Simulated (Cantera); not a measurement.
A perfectly stirred reactor is fed with CO : O₂ : H₂O : N₂ = 0.0039 : 0.027 : 0.011 : 1 (molar parts), at 750 Torr; it is held at 1200 K, and followed from long to short residence time.

Cantera simulation using GRI-Mech 3.0 (53 species, 325 reactions); the numbers are that mechanism's predictions, not measurements.

x: mole fraction; the columns are a selection and need not sum to one.

```
τ (s)        x CO    x O₂   x H₂O     x H₂    x N₂O      x O
-------  --------  ------  ------  -------  -------  -------
0.89      9.84e-5  0.0241  0.0106  1.12e-6  6.89e-7      [?]
0.36     0.000181  0.0242  0.0106  2.11e-6  6.07e-7      [?]
0.15     0.000324  0.0242  0.0106  3.87e-6  5.05e-7      [?]
0.060    0.000579  0.0244  0.0105  7.08e-6  3.95e-7      [?]
0.024    0.000994  0.0245  0.0105  1.22e-5  2.92e-7      [?]
0.0098    0.00158  0.0248  0.0105  1.87e-5  2.00e-7      [?]
0.0040    0.00231  0.0252  0.0105  2.39e-5  1.19e-7  7.59e-5
0.0016    0.00303  0.0255  0.0105  2.22e-5  5.45e-8  8.10e-5
0.00066   0.00352  0.0258  0.0105  9.99e-6  1.50e-8      [?]
```

Q: What belongs in the gaps?

A: 
- 0.89, x O: 3.64e-6
- 0.36, x O: 6.70e-6
- 0.15, x O: 1.19e-5
- 0.060, x O: 2.13e-5
- 0.024, x O: 3.63e-5
- 0.0098, x O: 5.62e-5
- 0.00066, x O: 5.20e-5
